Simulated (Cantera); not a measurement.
A Cantera script and what it prints.

```python
import numpy as np
import cantera as ct

gas_names = """
    C CN CO CO2 C2 CCN CNC C2N2 C2O C3 C3O2 C4 C4N2 C5 N NCO NO NO2 NO3 N2 N2O O O2 O3 Si SiC SiC2 SiN
    SiO SiO2 Si2 Si2C Si2N Si3
""".split()
cond_names = """
    C(gr) Si(cr) Si(L) SiC(b) SiO2(Lqz) SiO2(hqz) SiO2(L) Si2N2O(s) Si3N4(a)
""".split()


def load(file, names, dense=False):
    # The tables refer to 1 bar. Condensed volumes are neglected.
    table = {s.name: s for s in ct.Species.list_from_file(file)}
    out = []
    for n in names:
        d = dict(table[n].input_data)
        d["thermo"] = dict(d["thermo"], **{"reference-pressure": 1e5})
        if dense:
            d["equation-of-state"] = {"model": "constant-volume", "density": "1e6 g/cm^3"}
        out.append(ct.Species.from_dict(d))
    return out


gas = ct.Solution(thermo="ideal-gas", species=load("nasa_gas.yaml", gas_names))
cond = {s.name: ct.Solution(thermo="fixed-stoichiometry", species=[s], name=s.name)
        for s in load("nasa_condensed.yaml", cond_names, dense=True)}
atoms = {
    'Si3N4': {'Si': 3, 'N': 4},
    'CO2': {'C': 1, 'O': 2},
    'N2': {'N': 2},
    'O2': {'O': 2},
}
top_T = {'C(gr)': 4500, 'SiC(b)': 3050, 'Si2N2O(s)': 2100, 'Si3N4(a)': 2400}  # K; cautious upper limits of use, not melting points


def equilibrate(T, P, feed):
    n = {}
    for name, mol in feed.items():
        for a, k in atoms[name].items():
            n[a] = n.get(a, 0.0) + k * mol
    gas.TPX = T, P, n
    mass = sum(n.values()) * gas.mean_molecular_weight
    gas.equilibrate("TP")
    valid = [c for c in cond.values() if c.min_temp <= T <= top_T.get(c.name, c.max_temp)]
    mix = ct.Mixture([(gas, mass / gas.mean_molecular_weight)] + [(c, 0.0) for c in valid])
    mix.T, mix.P = T, P
    mix.equilibrate("TP", solver="vcs", rtol=1e-11, max_steps=5000)
    return mix


results = []
T = 1375  # K
P = 380  # Pa
for m in [0.012, 0.025, 0.05, 0.1, 0.21, 0.42, 0.85]:
    feed = {'Si3N4': 1, 'CO2': m, 'N2': 350, 'O2': 0.09}  # mol
    mix = equilibrate(T, P, feed)
    results.append((T, P, feed, dict(zip(mix.species_names, mix.species_moles))))
    x = sorted(zip(gas.X, gas.species_names), reverse=True)
    print(f"T = {T:g} K  P = {P:g} Pa  n(CO2) = {m:g} mol  gas = {mix.phase_moles(0):.4g} mol")
    print("   x: " + "  ".join(f"{s} {v:.3e}" for v, s in x if v > 0.001))
    print("   condensed (mol): " + ("  ".join(f"{mix.phase(i).name} {mix.phase_moles(i):.4g}"
          for i in range(1, mix.n_phases) if mix.phase_moles(i) > 1e-12) or "none"))
```

Output:

```
T = 1375 K  P = 380 Pa  n(CO2) = 0.012 mol  gas = 350.1 mol
   x: N2 1.000e+00
   condensed (mol): Si2N2O(s) 0.1917  Si3N4(a) 0.8721
T = 1375 K  P = 380 Pa  n(CO2) = 0.025 mol  gas = 350.1 mol
   x: N2 9.999e-01
   condensed (mol): Si2N2O(s) 0.2047  Si3N4(a) 0.8634
T = 1375 K  P = 380 Pa  n(CO2) = 0.05 mol  gas = 350.1 mol
   x: N2 9.999e-01
   condensed (mol): Si2N2O(s) 0.2297  Si3N4(a) 0.8468
T = 1375 K  P = 380 Pa  n(CO2) = 0.1 mol  gas = 350.2 mol
   x: N2 9.998e-01
   condensed (mol): SiC(b) 0.04377  Si2N2O(s) 0.3235  Si3N4(a) 0.7697
T = 1375 K  P = 380 Pa  n(CO2) = 0.21 mol  gas = 350.3 mol
   x: N2 9.998e-01
   condensed (mol): SiC(b) 0.1537  Si2N2O(s) 0.5435  Si3N4(a) 0.5863
T = 1375 K  P = 380 Pa  n(CO2) = 0.42 mol  gas = 350.6 mol
   x: N2 9.998e-01
   condensed (mol): SiC(b) 0.3637  Si2N2O(s) 0.9634  Si3N4(a) 0.2364
T = 1375 K  P = 380 Pa  n(CO2) = 0.85 mol  gas = 351.2 mol
   x: N2 9.985e-01  CO 1.474e-03
   condensed (mol): C(gr) 0.0561  SiC(b) 0.2761  Si2N2O(s) 1.362
```

Method: chemical equilibrium by Gibbs-energy minimisation in Cantera with the NASA 1993 tables (ideal gas, pure condensed phases). Mutual solubility and eutectic melting of coexisting phases are not modelled.
